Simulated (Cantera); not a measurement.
Input: 1 mol SiCl4, 0.065 mol C3H8, 680 mol H2, at 12000 Pa.

Cantera equilibrium calculation (NASA polynomials, part measured and part estimated; ideal gas, pure solids and liquids). Candidate condensed phases: C, C6H6, C7H8, C8H18, Si, SiC; 109 gas species. The tables' values for SiCl are old estimates; treat these amounts as uncertain. Gases not in the tables: Si2H6 and higher silanes. Equilibrium is a limit: real reactors are often held back by kinetics, nucleation or transport. All values below are at 2398 K.

Base state: H2 0.948, H 0.0443, HCl 0.00552, Si 0.00122, Cl 0.000184, C2H2 (acetylene) 0.000128, SiH 0.000128, SiH2 4.51e-5 (mole fractions); condensed: gas only.

Q: What changes in the equilibrium state with this change: SiCl4 replaced by (CH3)2SiCl2?

A: 
| species | before | after |
|---|---|---|
| H2 | 0.948 | 0.950 |
| H | 0.0443 | 0.0443 |
| HCl | 0.00552 | 0.00275 |
| C2H2 (acetylene) | 0.000128 | 0.00149 |
| Si | 0.00122 | 0.00116 |
| SiC2 | 4.56e-6 | 5.02e-5 |
| Si2C | 6.78e-6 | 2.09e-5 |
| SiCl | 1.43e-5 | 6.79e-6 |
| Cl | 0.000184 | 9.17e-5 |
| SiH | 0.000128 | 0.000122 |
The feed counts by its element totals alone.

Q: What changes in the equilibrium state with this change: SiCl4 replaced by SiHCl3?

A: 
```json
[
 {"species": "H2", "before": "0.948", "after": "0.950"},
 {"species": "H", "before": "0.0443", "after": "0.0443"},
 {"species": "HCl", "before": "0.00552", "after": "0.00414"},
 {"species": "Cl", "before": "0.000184", "after": "0.000138"},
 {"species": "Si", "before": "0.00122", "after": "0.00122"},
 {"species": "SiCl", "before": "1.43e-5", "after": "1.08e-5"},
 {"species": "SiH2", "before": "4.51e-5", "after": "4.54e-5"}
]
```
